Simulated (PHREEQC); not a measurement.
Dissolve 0.0355 mol HNO3 and 0.2 mol CuSO4 per kg of water at 25 °C. Closed to the air; pH follows from the charge balance.

The numbers come from PHREEQC with the ion-association model, phreeqc.dat.

This is a speciation only: nothing precipitates in the calculation.

### Question
Predict the pH, density.

### Answer
pH 2.02; density 1.029 g/cm³.

### Question
In which forms is S present?

### Answer
CuSO4 47 %, SO4-2 41 %, HSO4- 12 % of the S.

Complexes and solids missing from the database can't appear.
